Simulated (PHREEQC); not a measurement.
## Copper plating or etch bath: speciation

Make-up at 25 °C and 500 atm: 0.0055 mol/kgw CuCl2, 0.08 mol/kgw H2SO4 and 0.25 mol/kgw H3BO3. Closed to the air; pH follows from the charge balance.

Equilibrium calculation in PHREEQC: ion-association model, phreeqc.dat.

Each row changes one thing in this solution. No solid was allowed to form.

```
case                                            pH  ionic strength (mol/kgw)  HSO4- (mol/kgw)  SO4-2 (mol/kgw)  Cu+2 (mol/kgw)  CuSO4 (mol/kgw)
--------------------------------------------  ----  ------------------------  ---------------  ---------------  --------------  ---------------
as made                                       1.06                     0.142           0.0539           0.0246         0.00391          0.00155
temperature from 25 to 75 °C                  1.14                     0.113           0.0697                …         0.00425         0.000878
H2SO4 replaced by CuSO4 at the same molality  4.46                     0.208          3.76e-5           0.0480          0.0530           0.0319
H3BO3 left out                                1.06                     0.142           0.0539           0.0246         0.00391          0.00155
H2SO4 from 0.08 to 0.04 mol/kgw               1.32                    0.0859           0.0224           0.0162         0.00402          0.00143
diluted 100-fold with water                   2.83                   0.00245          5.28e-5                …         5.17e-5                …
```

Question: Fill in the missing entries.

Answer: 
- temperature from 25 to 75 °C, SO4-2 (mol/kgw): 0.00944
- diluted 100-fold with water, SO4-2 (mol/kgw): 0.000744
- diluted 100-fold with water, CuSO4 (mol/kgw): 3.25e-6

Complexes and solids missing from the database can't appear. Under pressure, the constants of complexes without a molar volume in the database are unreliable. At this temperature some constants are extrapolated from 25 °C, and those without enthalpy data are left unchanged.
